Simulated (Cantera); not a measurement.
A perfectly stirred reactor is fed with CH4 : N2 = 1 : 100 (molar parts), at 33.0 Torr; it is held at 1925 K, and followed from long to short residence time.

Cantera simulation using GRI-Mech 3.0 (53 species, 325 reactions); the numbers are that mechanism's predictions, not measurements. GRI-Mech 3.0 stops at C3 and has no aromatics, soot or wall deposition, so with more carbon than oxygen in the feed, carbon stays in small species such as C2H2 where larger ones or solid carbon would form. Radical loss at walls, strong at low pressure, is not modelled.

**Question.** Predict: x(CH4) at τ = 9.70 s; x(HCN) at τ = 9.70 s; x(CH2) at τ = 9.70 s; x(CH3) at τ = 9.70 s; x(H) at τ = 9.70 s; x(CH4) at τ = 83.0 ms; x(HCN) at τ = 83.0 ms; x(CH2) at τ = 83.0 ms; x(CH3) at τ = 83.0 ms; x(H) at τ = 83.0 ms.

**Answer.** 
| Property | Value |
|---|---|
| x(CH4) at τ = 9.70 s | 6.24e-5 |
| x(HCN) at τ = 9.70 s | 0.00236 |
| x(CH2) at τ = 9.70 s | 5.70e-7 |
| x(CH3) at τ = 9.70 s | 2.44e-5 |
| x(H) at τ = 9.70 s | 0.000288 |
| x(CH4) at τ = 83.0 ms | 0.00212 |
| x(HCN) at τ = 83.0 ms | 4.32e-5 |
| x(CH2) at τ = 83.0 ms | 2.83e-6 |
| x(CH3) at τ = 83.0 ms | 0.000353 |
| x(H) at τ = 83.0 ms | 0.000108 |
